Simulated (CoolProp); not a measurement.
Vapour pressure (MPa) of isopentane: the reference equation beside estimates from Tc = 460.3 K, pc = 3.378 MPa, ω = 0.227.

Model: reference Helmholtz-energy equation of state, Lemmon 2006, in CoolProp. It is a short technical equation, of lower accuracy than the large ones.

```json
[
 {"T (K)": "220.1", "reference": "0.001793", "Lee-Kesler": "0.001687", "van der Waals": "0.06889", "Peng-Robinson": "0.001898"},
 {"T (K)": "225.2", "reference": "(withheld)", "Lee-Kesler": "0.002414", "van der Waals": "0.08084", "Peng-Robinson": "0.002688"},
 {"T (K)": "230.2", "reference": "0.003564", "Lee-Kesler": "0.003372", "van der Waals": "0.09395", "Peng-Robinson": "0.003718"},
 {"T (K)": "235.3", "reference": "0.004912", "Lee-Kesler": "0.004662", "van der Waals": "0.1088", "Peng-Robinson": "(withheld)"},
 {"T (K)": "240.4", "reference": "0.006664", "Lee-Kesler": "(withheld)", "van der Waals": "0.1253", "Peng-Robinson": "0.006870"},
 {"T (K)": "245.5", "reference": "0.008907", "Lee-Kesler": "0.008514", "van der Waals": "0.1435", "Peng-Robinson": "(withheld)"},
 {"T (K)": "250.5", "reference": "0.01168", "Lee-Kesler": "0.01121", "van der Waals": "0.1630", "Peng-Robinson": "0.01193"},
 {"T (K)": "255.6", "reference": "0.01521", "Lee-Kesler": "0.01464", "van der Waals": "0.1848", "Peng-Robinson": "0.01547"},
 {"T (K)": "260.7", "reference": "0.01956", "Lee-Kesler": "0.01891", "van der Waals": "0.2085", "Peng-Robinson": "0.01984"},
 {"T (K)": "265.8", "reference": "0.02488", "Lee-Kesler": "0.02414", "van der Waals": "0.2342", "Peng-Robinson": "0.02515"},
 {"T (K)": "270.8", "reference": "0.03117", "Lee-Kesler": "0.03035", "van der Waals": "0.2615", "Peng-Robinson": "0.03143"}
]
```

Problem. Fill in the missing entries.

Solution. 
- 225.2, reference: 0.002560
- 235.3, Peng-Robinson: 0.005093
- 240.4, Lee-Kesler: 0.006347
- 245.5, Peng-Robinson: 0.009138

Absolute difference from the reference over all 11 rows, mean and median: Lee-Kesler 4.4 and 4.4 %, van der Waals 1790.8 and 1511.1 %, Peng-Robinson 2.9 and 2.6 %.
